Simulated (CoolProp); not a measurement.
C3F8 (R218) along the isobar 5.72 MPa: density (kg/m³) from the reference equation and from simpler models built on Tc = 345.0 K, pc = 2.640 MPa, ω = 0.317; each cubic takes its own stable root.

Values from CoolProp's reference Helmholtz-energy equation of state, Lemmon 2006. It is a short technical equation, of lower accuracy than the large ones.

| T (K) | phase | reference |
|---|---|---|
| 288.7 | liquid | 1432 |
| 300.2 | liquid | 1380 |
| 311.6 | liquid | 1324 |
| 323.1 | liquid | 1263 |
| 334.6 | liquid | 1194 |
| 346.1 | supercritical | 1116 |
| 357.6 | supercritical | 1025 |
| 369.1 | supercritical | 915.3 |

### Question
How far does each simpler model (van der Waals, Soave-Redlich-Kwong) lie from the reference over these 8 states: mean and median of the absolute difference, and the worst?

### Answer
- van der Waals: mean 28.0 %, median 29.5 %, worst -32.9 % at 288.7 K and 5.72 MPa
- Soave-Redlich-Kwong: mean 8.4 %, median 8.0 %, worst -12.2 % at 369.1 K and 5.72 MPa
